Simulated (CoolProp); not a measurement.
Saturation properties of the fluoroketone C6F12O (FK-5-1-12) (Tc = 168.7 °C, pc = 18.69 bar, ω = 0.471).

Model: reference Helmholtz-energy equation of state, McLinden 2015, in CoolProp.

```
T (°C)   p (bar)  liquid cp (kJ/(kg K))  vapour Z
------  --------  ---------------------  --------
-66.75         ?                  1.112    0.9997
-49.55  0.004295                  1.099    0.9990
-32.35         ?                  1.091    0.9969
-15.15   0.05293                      ?    0.9925
2.05           ?                  1.092    0.9846
19.25     0.3153                  1.099    0.9720
36.45     0.6399                  1.110         ?
53.65      1.185                  1.126    0.9279
```

Some entries are withheld; supply them.


- -66.75, p (bar): 0.0008132
- -32.35, p (bar): 0.01690
- -15.15, liquid cp (kJ/(kg K)): 1.089
- 2.05, p (bar): 0.1387
- 36.45, vapour Z: 0.9534

It boils at 49.1 °C under 1 atm.
